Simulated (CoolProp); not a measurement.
c-C4F8 (RC318) along the isotherm 328.1 K: density (kg/m³) from the reference equation and from simpler models built on Tc = 388.4 K, pc = 2778 kPa, ω = 0.355; each cubic takes its own stable root.

Model: reference Helmholtz-energy equation of state, Platzer 1990, in CoolProp. This equation is an older, rougher fit; its heat capacities, sound speeds and derivatives of the liquid may be far off and weren't checked against measurements.

```csv
p (kPa),phase,reference,van der Waals,Redlich-Kwong,Soave-Redlich-Kwong,Peng-Robinson
87.8,gas,6.561,6.531,6.553,6.564,6.574
133,gas,10.04,9.968,10.02,10.05,10.07
200,gas,15.34,15.16,15.29,15.35,15.40
302,gas,23.75,23.32,23.62,23.78,23.90
455,gas,37.33,36.19,36.95,37.37,37.67
686,gas,60.81,57.36,59.45,60.70,61.50
1040,liquid,1370,95.68,1162,1252,1421
1560,liquid,1376,844.0,1181,1264,1433
2360,liquid,1386,872.3,1205,1281,1450
3550,liquid,1399,903.5,1236,1304,1473
5360,liquid,1416,938.5,1275,1333,1504
8090,liquid,1439,976.5,1321,1370,1542
12200,liquid,1468,1017,1375,1415,1589
18400,liquid,1504,1060,1435,1467,1643
27800,liquid,1547,1104,1501,1525,1704
```

At some of these states van der Waals gives the other phase, because its saturation line lies elsewhere.
